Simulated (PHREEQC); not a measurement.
Dissolve 15 mmol/kgw KH2PO4, 34 mmol/kgw HF and 0.98 mmol/kgw H3AsO4 at 20 °C. Closed to the air; pH follows from the charge balance.

Equilibrium calculation in PHREEQC: ion-association model, wateq4f.dat.

Precipitation was switched off in this run.

### Question
Predict the pH, ionic strength.

### Answer
pH 2.51; ionic strength 0.0184 mol/kgw.

### Question
In which forms is As present?

### Answer
H2AsO4- 66 %, H3AsO4 34 % of the As.

Species that the database lacks are ignored. wateq4f.dat counts part of the HF as a dimer, H2F2, which phreeqc.dat doesn't know; its constant is uncertain. H3PO4, which wateq4f.dat lacks, is added to it with the constant of phreeqc.dat.
